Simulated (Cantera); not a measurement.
A Cantera script and its output.

```python
import numpy as np
import cantera as ct

gas = ct.Solution("h2o2.yaml")
gas.TPX = 1248, 3000, {'H2': 0.13, 'O2': 1, 'N2': 0.49}
inlet = ct.Reservoir(gas, clone=True)

reactor = ct.IdealGasConstPressureReactor(gas, energy="off", clone=False)
exhaust = ct.Reservoir(gas, clone=True)
tau = [0.78, 0.26, 0.086, 0.029, 0.0096, 0.0032, 0.0011, 0.00036][0]
for a, b in ((inlet, reactor), (reactor, exhaust)):
    ct.MassFlowController(a, b, mdot=lambda t: reactor.mass / tau)
net = ct.ReactorNet([reactor])
show = ['H2', 'O2', 'H2O', 'HO2', 'H', 'OH']

rows = []
print(f"{'tau/s':>10s}{'T/K':>9s}" + "".join(f"{s:>11s}" for s in show))
for tau in [0.78, 0.26, 0.086, 0.029, 0.0096, 0.0032, 0.0011, 0.00036]:
    net.initial_time = 0.0
    net.advance(30 * tau)
    before = gas.X
    net.advance(40 * tau)
    drift = np.max(np.abs(gas.X - before) / (gas.X + 1e-9))
    rows.append([gas.T, *gas[show].X, drift])
    print(f"{tau:10.3e}{gas.T:9.1f}" + "".join(f"{x:11.3e}" for x in gas[show].X))
```

It prints:

```
     tau/s      T/K         H2         O2        H2O        HO2          H         OH
 7.800e-01   1248.0  2.003e-04  5.996e-01  8.265e-02  2.565e-06  1.420e-04  1.140e-03
 2.600e-01   1248.0  3.947e-04  5.982e-01  8.197e-02  3.730e-06  4.159e-04  1.638e-03
 8.600e-02   1248.0  7.681e-04  5.953e-01  8.066e-02  5.013e-06  1.188e-03  2.339e-03
 2.900e-02   1248.0  1.443e-03  5.905e-01  7.817e-02  6.169e-06  3.110e-03  3.253e-03
 9.600e-03   1248.0  2.649e-03  5.831e-01  7.372e-02  6.999e-06  7.179e-03  4.363e-03
 3.200e-03   1248.0  4.773e-03  5.758e-01  6.731e-02  7.390e-06  1.300e-02  5.520e-03
 1.100e-03   1248.0  8.969e-03  5.732e-01  5.953e-02  7.468e-06  1.781e-02  6.666e-03
 3.600e-04   1248.0  1.922e-02  5.783e-01  4.788e-02  7.209e-06  1.895e-02  7.650e-03
```

Model: the H2/O2 subset of GRI-Mech 3.0, which has no nitrogen chemistry, integrated in Cantera. Radical loss at walls, strong at low pressure, is not modelled. The temperature is held fixed by assumption; the heat of reaction is taken as removed at once.
